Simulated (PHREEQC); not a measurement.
## Spent oxide etchant: an equilibrium model

A solution holds 0.28 mol NH4HF2, 6.2e-05 mol H2SiF6, 3.6e-05 mol HBF4 and 0.11 mol HCl per kg of water, at 20 °C. Closed to the air; pH follows from the charge balance.

All values are PHREEQC results (ion-association model, phreeqc.dat), not measurements.

Precipitation was switched off in this run.

Problem. What pH does the model give?

Solution. pH 2.40.

Problem. In which forms is F present?

Solution. HF 53 %, HF2- 32 %, F- 15 % of the F.

SiF6-2 is the database's only silicon fluoride. Real BF4- forms and hydrolyses slowly; the run takes it at equilibrium.
